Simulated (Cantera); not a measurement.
What does this Cantera script print?

```python
import numpy as np
import cantera as ct

gas = ct.Solution("gri30.yaml")
gas.TPX = 1298, 420, {'H2': 0.13, 'O2': 1}
reactor = ct.IdealGasConstPressureReactor(gas, energy="off", clone=False)
net = ct.ReactorNet([reactor])
net.rtol, net.atol = 1e-08, 1e-18
show = ['H2', 'O2', 'HO2', 'O', 'OH', 'H']
times = np.geomspace(1e-05, 70, 12)

steps = ct.SolutionArray(gas, extra=["t"])
rows = []
print(f"{'t/s':>10s}{'T/K':>9s}{'P/Pa':>11s}" + "".join(f"{s:>11s}" for s in show))
for t in times:
    while net.time < t:
        t_next = net.step()
        steps.append(gas.state, t=t_next)
    rows.append([np.interp(t, steps.t, y) for y in (steps.T, steps.P, *steps(*show).X.T)])
    print(f"{t:10.3e}{rows[-1][0]:9.1f}{rows[-1][1]:11.4g}" + "".join(f"{x:11.3e}" for x in rows[-1][2:]))
rate = np.gradient(steps.T, steps.t)
print("integrator steps:", len(steps.t))
if steps.T.max() > steps.T[0] + 200:
    print(f"time of steepest temperature rise: {steps.t[rate.argmax()]:.4e} s")
gas.TPX = 1298, 420, {'H2': 0.13, 'O2': 1}
gas.equilibrate("TP")
print(f"equilibrium (TP): T = {gas.T:.1f} K  " + "  ".join(f"{s} {gas[s].X[0]:.3e}" for s in show))
```

Output:

```
       t/s      T/K       P/Pa         H2         O2        HO2          O         OH          H
 1.000e-05   1298.0        420  1.150e-01  8.850e-01  1.633e-09  7.884e-11  7.753e-11  1.557e-09
 4.191e-05   1298.0        420  1.150e-01  8.850e-01  6.841e-09  1.221e-09  1.142e-09  5.838e-09
 1.756e-04   1298.0        420  1.150e-01  8.850e-01  2.866e-08  1.638e-08  1.325e-08  2.341e-08
 7.359e-04   1298.0        420  1.150e-01  8.850e-01  1.202e-07  5.500e-07  3.955e-07  4.907e-07
 3.084e-03   1298.0        420  5.861e-02  8.476e-01  1.237e-06  2.216e-02  1.145e-02  1.899e-02
 1.292e-02   1298.0        420  3.625e-03  8.044e-01  1.524e-06  6.262e-02  8.925e-03  2.634e-02
 5.416e-02   1298.0        420  3.198e-03  8.154e-01  1.529e-06  5.349e-02  8.439e-03  2.099e-02
 2.270e-01   1298.0        420  1.837e-03  8.448e-01  1.432e-06  2.854e-02  6.507e-03  8.334e-03
 9.512e-01   1298.0        420  3.122e-04  8.721e-01  7.481e-07  4.605e-03  2.723e-03  5.451e-04
 3.986e+00   1298.0        420  2.308e-05  8.773e-01  1.316e-07  3.376e-04  7.431e-04  1.084e-05
 1.670e+01   1298.0        420  2.262e-06  8.778e-01  2.528e-08  3.309e-05  2.330e-04  3.330e-07
 7.000e+01   1298.0        420  3.632e-07  8.779e-01  2.302e-08  5.320e-06  9.345e-05  2.147e-08
integrator steps: 1624
equilibrium (TP): T = 1298.0 K  H2 1.694e-07  O2 8.779e-01  HO2 3.021e-08  O 2.483e-06  OH 6.384e-05  H 6.852e-09
```

Model: GRI-Mech 3.0 (53 species, 325 reactions), integrated in Cantera. Radical loss at walls, strong at low pressure, is not modelled. The temperature is held fixed by assumption; the heat of reaction is taken as removed at once.
